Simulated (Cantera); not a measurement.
Charge: 1 mol Si₂H₆, 0.34 mol CO₂, at 83000 Pa.

These are equilibrium values from Cantera (NASA tables, ideal gas, pure condensed phases), not measurements of a reactor. Candidate condensed phases: C, C₆H₆, C₇H₈, C₈H₁₈, H₂O, Si, SiC, SiO₂; 123 gas species. The feed counts by its element totals alone. Rates play no part. All values below are at 898 K.

Base state: H₂ 1.000, CH₄ 3.82e-5 (mole fractions); condensed: Si(s) + SiC(s) + SiO₂(β-quartz).

### Question
What changes in the equilibrium state with this change: CO₂ from 0.34 to 8.8 mol?

### Answer
```
species               before    after
-------------------  -------  -------
CO₂                    <1e-9    0.431
CO                     <1e-9    0.297
H₂                     1.000    0.163
H₂O                    <1e-9    0.102
CH₄                  3.82e-5  0.00704
Si(s), mol              1.32        0
SiC(s), mol            0.340        0
SiO₂(β-quartz), mol    0.340     2.00
C(graphite), mol           0    0.868
```
